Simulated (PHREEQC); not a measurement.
Consider water at 50 °C with 0.115 mol HCl, 0.2 mol FeCl3 and 0.015 mol KCl per kg of water. Closed to the air; pH follows from the charge balance.

The numbers come from PHREEQC with the ion-association model, phreeqc.dat.

pH: 1.06
ionic strength: 0.732 mol/kgw
activity of water: 0.985
total alkalinity: -515 meq/kg

```tsv
species	molality	activity	log γ
Cl-	0.522	0.320	-0.213
FeCl+2	0.150	0.0264	-0.755
H+	0.117	0.0874	-0.128
FeCl2+	0.0281	0.0182	-0.189
Fe+3	0.0188	0.00131	-1.156
K+	0.0150	0.00908	-0.218
FeOH+2	0.00212	0.000372	-0.755
FeCl3	0.000491	0.000582	0.073
Fe2(OH)2+4	0.000167	1.44e-6	-2.066
Fe(OH)2+	5.05e-6	3.33e-6	-0.180
Fe3(OH)4+5	2.01e-7	1.19e-10	-3.227
```

No solid was allowed to form. The solution is supersaturated, for example in Hematite (slow to form), Goethite (slow to form), so a real one may precipitate; this is no full list. The ionic strength is past about 0.7 mol/kgw, beyond the range of this activity model, so the values are rough. Constants without temperature data keep their 25 °C values here.
